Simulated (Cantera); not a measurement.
Input (Python, Cantera) and output of one run.

```python
import numpy as np
import cantera as ct

gas_names = """
    CL CL2 H HCL H2 Si SiCL SiCL2 SiCL3 SiCL4 SiH SiHCL3 SiH2 SiH2CL2 SiH3 SiH3CL SiH4 Si2 Si3
""".split()
cond_names = """
    Si(cr) Si(L)
""".split()


# ... load() reads the species with a 1 bar reference pressure and builds the phases ...
atoms = {
    'Si': {'Si': 1},
    'HCl': {'H': 1, 'CL': 1},
}
top_T = {}  # K; cautious upper limits of use, not melting points


# ... equilibrate(T, P, feed) seeds the gas with the atoms and calls Mixture.equilibrate('TP', solver="gibbs", rtol=1e-10, max_steps=50000) ...
results = []
P = 3.3  # Pa
for T in [575, 675, 775, 875, 975, 1075, 1175, 1275, 1375, 1475, 1575, 1675]:
    for m in [2.1, 2.4, 2.7, 3.1, 3.6, 4.1, 4.6, 5.3, 6, 6.9, 7.8, 8.9, 10]:
        feed = {'Si': 1, 'HCl': m}  # mol
        mix = equilibrate(T, P, feed)
        results.append((T, P, feed, dict(zip(mix.species_names, mix.species_moles))))

for T, P, feed, n in results:
    print(f"{T:7g} {feed['HCl']:10.4g}  " + (" + ".join(c for c in cond_names if n.get(c, 0) > 1e-12) or "gas only"))
```

Output:

```
    575        2.1  Si(cr)
    575        2.4  Si(cr)
    575        2.7  Si(cr)
    575        3.1  Si(cr)
    575        3.6  Si(cr)
    575        4.1  gas only
    575        4.6  gas only
    575        5.3  gas only
    575          6  gas only
    575        6.9  gas only
    575        7.8  gas only
    575        8.9  gas only
    575         10  gas only
    675        2.1  Si(cr)
    675        2.4  Si(cr)
    675        2.7  Si(cr)
    675        3.1  Si(cr)
    675        3.6  Si(cr)
    675        4.1  gas only
    675        4.6  gas only
    675        5.3  gas only
    675          6  gas only
    675        6.9  gas only
    675        7.8  gas only
    675        8.9  gas only
    675         10  gas only
    775        2.1  Si(cr)
    775        2.4  Si(cr)
    775        2.7  Si(cr)
    775        3.1  Si(cr)
    775        3.6  Si(cr)
    775        4.1  gas only
    775        4.6  gas only
    775        5.3  gas only
    775          6  gas only
    775        6.9  gas only
    775        7.8  gas only
    775        8.9  gas only
    775         10  gas only
    875        2.1  Si(cr)
    875        2.4  Si(cr)
    875        2.7  Si(cr)
    875        3.1  Si(cr)
    875        3.6  Si(cr)
    875        4.1  gas only
    875        4.6  gas only
    875        5.3  gas only
    875          6  gas only
    875        6.9  gas only
    875        7.8  gas only
    875        8.9  gas only
    875         10  gas only
    975        2.1  Si(cr)
    975        2.4  Si(cr)
    975        2.7  Si(cr)
    975        3.1  Si(cr)
    975        3.6  Si(cr)
    975        4.1  gas only
    975        4.6  gas only
    975        5.3  gas only
    975          6  gas only
    975        6.9  gas only
    975        7.8  gas only
    975        8.9  gas only
    975         10  gas only
   1075        2.1  Si(cr)
   1075        2.4  Si(cr)
   1075        2.7  Si(cr)
   1075        3.1  Si(cr)
   1075        3.6  gas only
   1075        4.1  gas only
   1075        4.6  gas only
   1075        5.3  gas only
   1075          6  gas only
   1075        6.9  gas only
   1075        7.8  gas only
   1075        8.9  gas only
   1075         10  gas only
   1175        2.1  Si(cr)
   1175        2.4  Si(cr)
   1175        2.7  Si(cr)
   1175        3.1  gas only
   1175        3.6  gas only
   1175        4.1  gas only
   1175        4.6  gas only
   1175        5.3  gas only
   1175          6  gas only
   1175        6.9  gas only
   1175        7.8  gas only
   1175        8.9  gas only
   1175         10  gas only
   1275        2.1  Si(cr)
   1275        2.4  Si(cr)
   1275        2.7  gas only
   1275        3.1  gas only
   1275        3.6  gas only
   1275        4.1  gas only
   1275        4.6  gas only
   1275        5.3  gas only
   1275          6  gas only
   1275        6.9  gas only
   1275        7.8  gas only
   1275        8.9  gas only
   1275         10  gas only
   1375        2.1  Si(cr)
   1375        2.4  Si(cr)
   1375        2.7  gas only
   1375        3.1  gas only
   1375        3.6  gas only
   1375        4.1  gas only
   1375        4.6  gas only
   1375        5.3  gas only
   1375          6  gas only
   1375        6.9  gas only
   1375        7.8  gas only
   1375        8.9  gas only
   1375         10  gas only
   1475        2.1  Si(cr)
   1475        2.4  Si(cr)
   1475        2.7  gas only
   1475        3.1  gas only
   1475        3.6  gas only
   1475        4.1  gas only
   1475        4.6  gas only
   1475        5.3  gas only
   1475          6  gas only
   1475        6.9  gas only
   1475        7.8  gas only
   1475        8.9  gas only
   1475         10  gas only
   1575        2.1  Si(cr)
   1575        2.4  Si(cr)
   1575        2.7  gas only
   1575        3.1  gas only
   1575        3.6  gas only
   1575        4.1  gas only
   1575        4.6  gas only
   1575        5.3  gas only
   1575          6  gas only
   1575        6.9  gas only
   1575        7.8  gas only
   1575        8.9  gas only
   1575         10  gas only
   1675        2.1  Si(cr)
   1675        2.4  Si(cr)
   1675        2.7  gas only
   1675        3.1  gas only
   1675        3.6  gas only
   1675        4.1  gas only
   1675        4.6  gas only
   1675        5.3  gas only
   1675          6  gas only
   1675        6.9  gas only
   1675        7.8  gas only
   1675        8.9  gas only
   1675         10  gas only
```

Cantera equilibrium calculation (NASA polynomials, part measured and part estimated; ideal gas, pure solids and liquids). The tables' values for SiCl3 are old estimates.
